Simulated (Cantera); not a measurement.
Feed: 1 mol BN, a varied amount of H2O, equilibrated at 8400 Pa.

Method: chemical equilibrium by Gibbs-energy minimisation in Cantera with the NASA 1993 tables (ideal gas, pure condensed phases). Candidate condensed phases: B, BN, B2O3, B3O3H3, H2O; 39 gas species. Mutual solubility and eutectic melting of coexisting phases are not modelled. Gases not in the tables: H3BO3. The numbers say what is thermodynamically allowed, not how fast it happens.

Q: What condenses at these points (T in °C, n(H2O) in mol): (1402, 4.1); (1252, 2.8); (1477, 0.42); (1402, 0.89); (1177, 1.9); (1702, 0.89); (1477, 6)?

A: 
| T (°C) | n(H2O) in mol | condensed phases | B condensed (%) |
|---|---|---|---|
| 1402 | 4.1 | gas only | 0.0 |
| 1252 | 2.8 | B2O3 | 78.5 |
| 1477 | 0.42 | BN + B2O3 | 94.9 |
| 1402 | 0.89 | BN + B2O3 | 95.7 |
| 1177 | 1.9 | B2O3 | 94.8 |
| 1702 | 0.89 | BN | 29.2 |
| 1477 | 6 | gas only | 0.0 |
